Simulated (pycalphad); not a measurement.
Effect of Si content in Al-Si-Mg

CALPHAD calculation (pycalphad, COST 507 light-alloy database (1999)), 1 atm. The database dates from 1999; later assessments differ in places, in temperatures and in the compounds included. Phase fractions are per mole of atoms. Kinetics are ignored, which matters at the lower temperatures.

One of these alloys has its liquidus at 892 K, its solidus at 843 K, and holds fcc 0.94, diamond (Si) 0.06, MG2SI under 0.01 at 370 K. Which?
A) Al-6.47Si-0.2427Mg (wt.%)
B) Al-4.853Si-0.2428Mg (wt.%)
C) Al-9.698Si-0.2424Mg (wt.%)
D) Al-12.91Si-0.242Mg (wt.%)
E) Al-19.31Si-0.2414Mg (wt.%)

A, Al-6.47Si-0.2427Mg (wt.%). The others: Al-4.853Si-0.2428Mg (wt.%), liquidus 903, solidus 843; Al-9.698Si-0.2424Mg (wt.%), liquidus 870, solidus 842; Al-12.91Si-0.242Mg (wt.%), liquidus 855, solidus 842; Al-19.31Si-0.2414Mg (wt.%), liquidus 951, solidus 842

Database names, with the compositions (at.%) that they take in these runs: MG2SI: Mg 67 Si 33.
